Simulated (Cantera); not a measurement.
Charge: 1 mol Si₃N₄, 0.0033 mol O₂, 5.6 mol H₂, at 0.133 bar.

Equilibrium computed with Cantera from the NASA thermochemical tables; the gas is ideal and each condensed phase is pure. Candidate condensed phases: H₂O, Si, SiO₂, Si₂N₂O, Si₃N₄; 35 gas species. Mutual solubility and eutectic melting of coexisting phases are not modelled. Gases not in the tables: Si₂H₆ and higher silanes. Equilibrium is a limit: real reactors are often held back by kinetics, nucleation or transport.

Q: At 1402 °C, list the 5 most abundant gas species with their mole fractions, and the condensed phases.

A: H₂ 0.992, N₂ 0.00770, H 0.000317, SiO 0.000290, SiH₂ 1.12e-5. Condensed: Si(s) + Si₂N₂O(s) + Si₃N₄(s).
